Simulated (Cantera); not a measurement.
A Cantera script and what it prints.

```python
import numpy as np
import cantera as ct

gas_names = """
    C CN C2 CCN CNC C2N2 C3 C4 C4N2 C5 N N2 Si SiC SiC2 SiN Si2 Si2C Si2N Si3
""".split()
cond_names = """
    C(gr) Si(cr) Si(L) SiC(b) Si3N4(a)
""".split()


# ... load() reads the species with a 1 bar reference pressure and builds the phases ...
atoms = {
    'SiC': {'Si': 1, 'C': 1},
    'Si': {'Si': 1},
    'N2': {'N': 2},
}
top_T = {'C(gr)': 4500, 'SiC(b)': 3050, 'Si3N4(a)': 2400}  # K; cautious upper limits of use, not melting points


# ... equilibrate(T, P, feed) seeds the gas with the atoms and calls Mixture.equilibrate('TP', solver="vcs", rtol=1e-11, max_steps=5000) ...
results = []
feed = {'SiC': 1, 'Si': 0.025, 'N2': 0.11}  # mol
T = 2025  # K
P = 133.322  # Pa
mix = equilibrate(T, P, feed)
results.append((T, P, feed, dict(zip(mix.species_names, mix.species_moles))))
print(gas.report(threshold=0.0001))
for i in range(1, mix.n_phases):
    print(f"{mix.phase(i).name:16s} {mix.phase_moles(i):12.5e} mol")
```

Output:

```
       temperature   2025 K
          pressure   133.32 Pa
           density   0.00022264 kg/m^3
  mean mol. weight   28.116 kg/kmol
   phase of matter   gas

                          1 kg             1 kmol
                     ---------------   ---------------
          enthalpy        2.7479e+06        7.7259e+07  J
   internal energy         2.149e+06        6.0422e+07  J
           entropy             10939        3.0755e+05  J/K
    Gibbs function       -1.9403e+07       -5.4553e+08  J
 heat capacity c_p            1262.3             35492  J/K
 heat capacity c_v            966.62             27178  J/K

                      mass frac. Y      mole frac. X     chem. pot. / RT
                     ---------------   ---------------   ---------------
                N2           0.95008           0.95354            -33.65
                Si          0.043618          0.043666           -5.9569
               SiN         0.0005721        0.00038214           -22.782
               Si2        0.00095972        0.00048039           -11.914
              Si2C         0.0032215         0.0013285           -17.518
              Si2N         0.0012239        0.00049036           -28.739
               Si3        0.00030491        0.00010175           -17.871
     [  +13 minor]         1.484e-05        8.6752e-06

C(gr)             0.00000e+00 mol
Si(L)             1.95097e-02 mol
SiC(b)            9.99845e-01 mol
Si3N4(a)          0.00000e+00 mol
```

Method: chemical equilibrium by Gibbs-energy minimisation in Cantera with the NASA 1993 tables (ideal gas, pure condensed phases). Mutual solubility and eutectic melting of coexisting phases are not modelled. The tables' values for SiN are old estimates; treat these amounts as uncertain.
